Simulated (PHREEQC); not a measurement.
0.72 g of hydrous ferric oxide (600 m²/g; 0.2 weak and 0.005 strong sites per Fe, Dzombak-Morel constants, diffuse double layer) in 1 kg of water with 0.005 mol/kgw of an inert sodium salt and 0.051 mmol/kgw NaH2PO4, at 25 °C; the pH is set by adding NaOH or the inert anion's acid. Oxygen alone is held at its pressure in air (log pO2 = -0.68). No CO2 enters from the air. Nothing may precipitate in this run.

Base run: PHREEQC, ion-association model, wateq4f.dat. Each further column changes one thing. The table gives surface charge σ (C/m²).

```
pH       base  background salt from 0.005 to 0.0005 mol/kgw  oxide from 0.72 to 3.6 g/kgw  0.00024 mol/kgw H3BO3 added
-----  ------  --------------------------------------------  ----------------------------  ---------------------------
4       0.177                                         0.102                         0.198                        0.177
4.67    0.111                                         0.054                         0.124                        0.111
5.33    0.065                                         0.027                         0.072                        0.065
6       0.034                                         0.013                         0.038                        0.034
6.67    0.017                                         0.006                         0.019                        0.017
7.33    0.007                                         0.002                         0.008                        0.007
8       0.000                                         0.000                         0.001                        0.000
8.67   -0.006                                        -0.002                        -0.006                       -0.007
9.33   -0.016                                        -0.006                        -0.015                       -0.016
10     -0.031                                        -0.013                        -0.032                       -0.032
10.67  -0.060                                        -0.032                        -0.062                       -0.061
11.33  -0.113                                        -0.084                        -0.118                       -0.114
12     -0.217                                        -0.201                        -0.223                       -0.218
```

H3PO4, which wateq4f.dat lacks, is added to it with the constant of phreeqc.dat.
